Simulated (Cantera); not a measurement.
Input: 1 mol Pb, 4.7 mol H2, 0.14 mol O2, held at 1.00 bar.

Method: chemical equilibrium by Gibbs-energy minimisation in Cantera with the NASA 1993 tables (ideal gas, pure condensed phases). Candidate condensed phases: H2O, Pb, PbO, PbO2, Pb3O4; 12 gas species. Equilibrium is a limit: real reactors are often held back by kinetics, nucleation or transport.

Q: Which condensed phases are stable at each of these points (T (K)): 550, 700, 850, 1000, 1150, 1300, 1450, 1600?

A: 
```csv
T (K),condensed phases,Pb condensed (%)
550,Pb(s),100.0
700,Pb(l),100.0
850,Pb(l),100.0
1000,Pb(l),100.0
1150,Pb(l),99.9
1300,Pb(l),98.8
1450,Pb(l),92.9
1600,Pb(l),69.6
```

At 550 K the condensed part is Pb(s). From 700 K to 1600 K the condensed part is Pb(l).
